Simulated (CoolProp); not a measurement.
Properties of 1,2-dichloroethane along the isobar 26.7 MPa.

Computed with CoolProp (reference Helmholtz-energy equation of state, Thol 2015).

```json
[
 {"T (°C)": "65.35", "phase": "liquid", "cp (kJ/(kg K))": "1.308", "cv (kJ/(kg K))": "0.9171", "speed of sound (m/s)": "1174", "isothermal compressibility (1/MPa)": "0.0008508", "expansivity (1/kK)": "1.094"},
 {"T (°C)": "78.75", "phase": "liquid", "cp (kJ/(kg K))": "1.319", "cv (kJ/(kg K))": "0.9229", "speed of sound (m/s)": "1130", "isothermal compressibility (1/MPa)": "0.0009347", "expansivity (1/kK)": "1.123"},
 {"T (°C)": "92.15", "phase": "liquid", "cp (kJ/(kg K))": "1.331", "cv (kJ/(kg K))": "0.9296", "speed of sound (m/s)": "1086", "isothermal compressibility (1/MPa)": "0.001029", "expansivity (1/kK)": "1.156"},
 {"T (°C)": "105.55", "phase": "liquid", "cp (kJ/(kg K))": "1.344", "cv (kJ/(kg K))": "0.9369", "speed of sound (m/s)": "1043", "isothermal compressibility (1/MPa)": "0.001135", "expansivity (1/kK)": "1.190"},
 {"T (°C)": "118.95", "phase": "liquid", "cp (kJ/(kg K))": "1.357", "cv (kJ/(kg K))": "0.9450", "speed of sound (m/s)": "1001", "isothermal compressibility (1/MPa)": "0.001254", "expansivity (1/kK)": "1.227"},
 {"T (°C)": "132.35", "phase": "liquid", "cp (kJ/(kg K))": "1.370", "cv (kJ/(kg K))": "0.9537", "speed of sound (m/s)": "959.3", "isothermal compressibility (1/MPa)": "0.001388", "expansivity (1/kK)": "1.266"},
 {"T (°C)": "145.75", "phase": "liquid", "cp (kJ/(kg K))": "1.384", "cv (kJ/(kg K))": "0.9632", "speed of sound (m/s)": "918.9", "isothermal compressibility (1/MPa)": "0.001539", "expansivity (1/kK)": "1.307"},
 {"T (°C)": "159.15", "phase": "liquid", "cp (kJ/(kg K))": "1.397", "cv (kJ/(kg K))": "0.9732", "speed of sound (m/s)": "879.4", "isothermal compressibility (1/MPa)": "0.001710", "expansivity (1/kK)": "1.350"},
 {"T (°C)": "172.55", "phase": "liquid", "cp (kJ/(kg K))": "1.411", "cv (kJ/(kg K))": "0.9840", "speed of sound (m/s)": "841.0", "isothermal compressibility (1/MPa)": "0.001902", "expansivity (1/kK)": "1.394"},
 {"T (°C)": "186.05", "phase": "liquid", "cp (kJ/(kg K))": "1.425", "cv (kJ/(kg K))": "0.9953", "speed of sound (m/s)": "803.6", "isothermal compressibility (1/MPa)": "0.002120", "expansivity (1/kK)": "1.441"},
 {"T (°C)": "199.45", "phase": "liquid", "cp (kJ/(kg K))": "1.440", "cv (kJ/(kg K))": "1.007", "speed of sound (m/s)": "767.7", "isothermal compressibility (1/MPa)": "0.002365", "expansivity (1/kK)": "1.490"},
 {"T (°C)": "212.85", "phase": "liquid", "cp (kJ/(kg K))": "1.454", "cv (kJ/(kg K))": "1.019", "speed of sound (m/s)": "733.1", "isothermal compressibility (1/MPa)": "0.002641", "expansivity (1/kK)": "1.541"}
]
```
